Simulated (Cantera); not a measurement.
Input (Python, Cantera):

```python
import numpy as np
import cantera as ct

gas = ct.Solution("h2o2.yaml")
gas.TPX = 1348, 560, {'H2': 0.11, 'O2': 1, 'N2': 0.17}
reactor = ct.IdealGasConstPressureReactor(gas, energy="off", clone=False)
net = ct.ReactorNet([reactor])
net.rtol, net.atol = 1e-08, 1e-18
show = ['H2', 'O2', 'H2O', 'H', 'H2O2', 'HO2', 'O']
times = np.geomspace(0.0002, 3, 14)

steps = ct.SolutionArray(gas, extra=["t"])
rows = []
print(f"{'t/s':>10s}{'T/K':>9s}{'P/Pa':>11s}" + "".join(f"{s:>11s}" for s in show))
for t in times:
    while net.time < t:
        t_next = net.step()
        steps.append(gas.state, t=t_next)
    rows.append([np.interp(t, steps.t, y) for y in (steps.T, steps.P, *steps(*show).X.T)])
    print(f"{t:10.3e}{rows[-1][0]:9.1f}{rows[-1][1]:11.4g}" + "".join(f"{x:11.3e}" for x in rows[-1][2:]))
rate = np.gradient(steps.T, steps.t)
print("integrator steps:", len(steps.t))
if steps.T.max() > steps.T[0] + 200:
    print(f"time of steepest temperature rise: {steps.t[rate.argmax()]:.4e} s")
gas.TPX = 1348, 560, {'H2': 0.11, 'O2': 1, 'N2': 0.17}
gas.equilibrate("TP")
print(f"equilibrium (TP): T = {gas.T:.1f} K  " + "  ".join(f"{s} {gas[s].X[0]:.3e}" for s in show))
```

Result:

```
       t/s      T/K       P/Pa         H2         O2        H2O          H       H2O2        HO2          O
 2.000e-04   1348.0        560  8.594e-02  7.812e-01  4.291e-08  5.284e-08  5.745e-11  6.237e-08  5.253e-08
 4.191e-04   1348.0        560  8.594e-02  7.812e-01  3.858e-07  2.283e-07  2.479e-10  1.306e-07  2.884e-07
 8.780e-04   1348.0        560  8.592e-02  7.812e-01  8.564e-06  3.769e-06  1.053e-09  2.752e-07  5.065e-06
 1.840e-03   1348.0        560  8.206e-02  7.785e-01  2.719e-03  1.156e-03  5.037e-09  7.813e-07  1.561e-03
 3.855e-03   1348.0        560  3.092e-03  7.173e-01  6.939e-02  1.837e-02  4.891e-08  1.335e-06  5.036e-02
 8.076e-03   1348.0        560  2.483e-03  7.170e-01  7.101e-02  1.715e-02  4.334e-08  1.308e-06  5.148e-02
 1.692e-02   1348.0        560  2.410e-03  7.189e-01  7.173e-02  1.626e-02  4.354e-08  1.305e-06  4.962e-02
 3.546e-02   1348.0        560  2.264e-03  7.228e-01  7.312e-02  1.456e-02  4.385e-08  1.299e-06  4.597e-02
 7.429e-02   1348.0        560  1.981e-03  7.299e-01  7.565e-02  1.158e-02  4.412e-08  1.278e-06  3.927e-02
 1.557e-01   1348.0        560  1.497e-03  7.410e-01  7.953e-02  7.291e-03  4.340e-08  1.212e-06  2.867e-02
 3.261e-01   1348.0        560  8.643e-04  7.543e-01  8.393e-02  3.057e-03  3.908e-08  1.037e-06  1.597e-02
 6.834e-01   1348.0        560  3.462e-04  7.643e-01  8.713e-02  7.516e-04  2.910e-08  7.108e-07  6.246e-03
 1.432e+00   1348.0        560  1.029e-04  7.690e-01  8.866e-02  1.201e-04  1.726e-08  3.567e-07  1.836e-03
 3.000e+00   1348.0        560  2.751e-05  7.706e-01  8.928e-02  1.652e-05  8.719e-09  1.407e-07  4.888e-04
integrator steps: 1125
equilibrium (TP): T = 1348.0 K  H2 2.715e-07  O2 7.714e-01  H2O 8.975e-02  H 1.622e-08  H2O2 4.613e-10  HO2 3.995e-08  O 4.820e-06
```

Computed with Cantera and the H2/O2 subset of GRI-Mech 3.0, which has no nitrogen chemistry. Radical loss at walls, strong at low pressure, is not modelled. The temperature is held fixed by assumption; the heat of reaction is taken as removed at once.
